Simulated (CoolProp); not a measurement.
The numbers come from the reference Helmholtz-energy equation of state, Zhou 2011 in CoolProp.

For dimethyl carbonate, give the phase and the cp (kJ/(kg K)), speed of sound (m/s) at 580.2 K and 0.101 MPa; 597.5 K and 0.101 MPa.


- 580.2 K and 0.101 MPa: gas; cp 1.83, speed of sound 236
- 597.5 K and 0.101 MPa: gas; cp 1.86, speed of sound 240
